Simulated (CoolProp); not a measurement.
Vapour-liquid equilibrium of nitrogen (1) + carbon monoxide (2) at -191.25 °C; x and y are mole fractions of (1).

Model: multi-fluid Helmholtz-energy mixture model, Span 2000 and Lemmon 2006; pair parameters Gernert 2013, in CoolProp.

Task: Give the bubble pressure and the first vapour's composition at x = 0.25, 0.45, 0.95. Is there an azeotrope?

Result: x = 0.25: 1.229 bar, y = 0.356; x = 0.45: 1.366 bar, y = 0.568; x = 0.95: 1.653 bar, y = 0.963. No azeotrope shows between x = 0.05 and 0.95.

Pair parameters are fitted to limited data, so mixtures are less certain than the pure fluids.
